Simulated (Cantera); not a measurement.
**Calcination and drying: LiOH + H2O + O2**

Feed: 1 mol LiOH, a varied amount of H2O, 0.28 mol O2, equilibrated at 1 atm.

These are equilibrium values from Cantera (NASA tables, ideal gas, pure condensed phases), not measurements of a reactor. Candidate condensed phases: H2O, Li, LiH, LiOH, Li2O; 17 gas species. Mutual solubility and eutectic melting of coexisting phases are not modelled. Kinetics and transport are ignored.

Stable condensed phases:

```
T in °C \ n(H2O) in mol
         0.043  0.12   0.2  0.27  0.35  0.43   0.5  0.58
   1575      A     A     A     A     A     A     A     A
   1475      A     A     A     A     A     A     A     A
   1375      A     A     A     A     A     A     A     A
   1275      A     A     A     A     A     A     A     A
   1175      A     A     A     A     A     A     A     A
   1075      A     A     A     A     A     A     A     A
    975      A     A     B     B     B     B     B     B
    875      B     B     B     C     C     C     C     C
    775      B     C     C     C     C     C     C     C
    675      C     C     C     C     C     C     C     C
```

A: Li2O; B: LiOH + Li2O; C: LiOH.
